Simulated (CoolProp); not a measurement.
Computed with CoolProp (reference Helmholtz-energy equation of state, Penoncello 2003).

Task: Give the vapour pressure (MPa), liquid density (kg/m³), enthalpy of vaporisation (kJ/kg), surface tension (mN/m) of saturated CHF3 (R23) at -99.65, -81.15 °C.

Result: 
```csv
T (°C),p (MPa),liquid density (kg/m³),enthalpy of vaporisation (kJ/kg),surface tension (mN/m)
-99.65,0.0324,1510,253,20.2
-81.15,0.107,1440,239,16.7
```

Surface tension comes from a separate correlation (Mulero 2012).
